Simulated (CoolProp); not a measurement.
A single-stage vapour-compression cycle with c-C4F8 (RC318): evaporating at 273.15 K (dew point), condensing at 333.15 K (bubble point), superheat 5 K, subcooling 8 K, compressor efficiency 0.75, no pressure losses. Each further row changes one setting.

Computed with CoolProp (reference Helmholtz-energy equation of state, Platzer 1990). This equation is an older, rougher fit; its heat capacities, sound speeds and derivatives of the liquid may be far off and weren't checked against measurements.

```csv
case,cooling COP,pressure ratio,discharge temperature (K),refrigerating effect (kJ/kg),volumetric capacity (kJ/m³)
as stated,2.29,6.51,333.2,60.2,706
evaporating temperature 278.15 K,2.68,5.37,333.2,63.6,895
condensing temperature 328.15 K,2.67,5.73,328.1,66.1,775
subcooling 13 K,2.52,6.51,333.2,66.1,775
superheat 15 K,2.42,6.51,333.5,67.9,764
compressor efficiency 0.65,1.99,6.51,333.2,60.2,706
```

The compression ends wet for: as stated; evaporating temperature 278.15 K; condensing temperature 328.15 K; subcooling 13 K; compressor efficiency 0.65.
